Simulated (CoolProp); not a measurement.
The numbers come from the reference Helmholtz-energy equation of state, Thol 2012 in CoolProp.

Give the vapour pressure (MPa), liquid density (kg/m³), enthalpy of vaporisation (kJ/kg), liquid cp (kJ/(kg K)) of saturated benzene at 362.9, 399.3, 508.4 K.


| T (K) | p (MPa) | liquid density (kg/m³) | enthalpy of vaporisation (kJ/kg) | liquid cp (kJ/(kg K)) |
|---|---|---|---|---|
| 362.9 | 0.135 | 802 | 386 | 1.94 |
| 399.3 | 0.347 | 760 | 357 | 2.07 |
| 508.4 | 2.44 | 593 | 232 | 2.74 |
